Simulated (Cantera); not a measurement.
Charge: 1 mol SiHCl3, 0.43 mol N2, equilibrated at 1550 °C and 14.0 Pa.

Equilibrium computed with Cantera from the NASA thermochemical tables; the gas is ideal and each condensed phase is pure. Candidate condensed phases: NH4Cl, Si, Si3N4; 28 gas species. The tables' values for SiCl3, SiCl are old estimates; treat these amounts as uncertain. Equilibrium is a limit: real reactors are often held back by kinetics, nucleation or transport.

Base state: SiCl2 0.391, HCl 0.339, N2 0.171, Cl 0.0582, H2 0.0266, H 0.00598, SiCl3 0.00440, SiCl 0.00178 (mole fractions); condensed: gas only.

**Question.** What changes in the equilibrium state with this change: SiHCl3 replaced by trisilylamine?

**Answer.** 
```tsv
species	before	after
H2	0.0266	0.772
N2	0.171	0.163
H	0.00598	0.0322
SiCl2	0.391	0
HCl	0.339	0
Cl	0.0582	0
Si	0.000953	0.0316
SiCl3	0.00440	0
SiCl	0.00178	0
SiCl4	7.65e-5	0
Si(l), mol	0	2.81
```
The feed counts by its element totals alone. The tables' values for SiN are old estimates; treat these amounts as uncertain. Gases not in the tables: Si2H6 and higher silanes.

**Question.** What changes in the equilibrium state with this change: temperature from 1550 °C to 527 °C?

**Answer.** 
```tsv
species	before	after
HCl	0.339	0.402
SiCl4	7.65e-5	0.378
H2	0.0266	0.118
SiCl2	0.391	8.61e-8
Cl	0.0582	<1e-9
N2	0.171	0.101
H	0.00598	<1e-9
SiCl	0.00178	<1e-9
Si	0.000953	<1e-9
Si3N4(s), mol	0	0.136
```
N2 is the only nitrogen source here; it is nearly inert below about 1500 K, so the nitride shown seldom forms there in practice. The tables' values for SiCl3 are old estimates; treat these amounts as uncertain.
